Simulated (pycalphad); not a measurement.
Computed with pycalphad from the COST 507 light-alloy database (1999), at 1 atm. The database dates from 1999; later assessments differ in places, in temperatures and in the compounds included. Kinetics are ignored, which matters at the lower temperatures.

Molar enthalpy of Ti-1.72Hf-2.56B (at.%) in equilibrium (SER reference):

```json
[
 {"T (K)": "2850", "H (kJ/mol)": "109.03", "phases": "LIQUID"},
 {"T (K)": "2700", "H (kJ/mol)": "102.15", "phases": "LIQUID"},
 {"T (K)": "2550", "H (kJ/mol)": "95.27", "phases": "LIQUID"},
 {"T (K)": "2400", "H (kJ/mol)": "88.39", "phases": "LIQUID"},
 {"T (K)": "2250", "H (kJ/mol)": "81.51", "phases": "LIQUID"},
 {"T (K)": "2100", "H (kJ/mol)": "74.63", "phases": "LIQUID"},
 {"T (K)": "2025", "H (kJ/mol)": "71.19", "phases": "LIQUID"},
 {"T (K)": "1950", "H (kJ/mol)": "67.76", "phases": "LIQUID"},
 {"T (K)": "1800", "H (kJ/mol)": "46.15", "phases": "BCC_A2 + BM"},
 {"T (K)": "1725", "H (kJ/mol)": "43.52", "phases": "BCC_A2 + BM"},
 {"T (K)": "1650", "H (kJ/mol)": "40.96", "phases": "BCC_A2 + BM"},
 {"T (K)": "1500", "H (kJ/mol)": "36.05", "phases": "BCC_A2 + BM"},
 {"T (K)": "1350", "H (kJ/mol)": "31.37", "phases": "BCC_A2 + BM"},
 {"T (K)": "1200", "H (kJ/mol)": "26.86", "phases": "BCC_A2 + BM"},
 {"T (K)": "1050", "H (kJ/mol)": "18.12", "phases": "HCP_A3 + BM"},
 {"T (K)": "900", "H (kJ/mol)": "13.25", "phases": "HCP_A3 + BM"},
 {"T (K)": "750", "H (kJ/mol)": "8.59", "phases": "HCP_A3 + BM"},
 {"T (K)": "600", "H (kJ/mol)": "4.15", "phases": "HCP_A3 + BM"}
]
```

Cooling from 1950 K to 1800 K, across the freezing range, releases 21.6 kJ/mol, or 439 J/g. The slope is 46 J/(mol K) in the liquid and 35 J/(mol K) just below the solidus, where it includes any heat of precipitation. Liquidus 1885 K, solidus 1815 K. Changes were sought between steps of 75 K, so a narrower field can be missed.

Database names, with the compositions (at.%) that they take in these runs: BM: Ti 50 B 50. BCC_A2 is bcc; HCP_A3 is hcp.
